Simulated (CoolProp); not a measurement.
p-xylene at 475.72 K and 3.58 MPa is throttled through a valve to 1.08 MPa with no heat exchange. Each further row changes one setting.

The numbers come from the reference Helmholtz-energy equation of state, Zhou 2012 in CoolProp.

| case | temperature change (K) | final phase | final density (kg/m³) |
|---|---|---|---|
| as stated | +0.3 | liquid | (withheld) |
| outlet pressure 0.324 MPa | -14.7 | (withheld) | (withheld) |
| outlet pressure 1.4 MPa | +0.3 | liquid | (withheld) |

**Question.** Complete the blanks.

**Answer.** 
- as stated, final density (kg/m³): 685
- outlet pressure 0.324 MPa, final phase: two-phase, vapour fraction 0.117
- outlet pressure 0.324 MPa, final density (kg/m³): 77.5
- outlet pressure 1.4 MPa, final density (kg/m³): 686
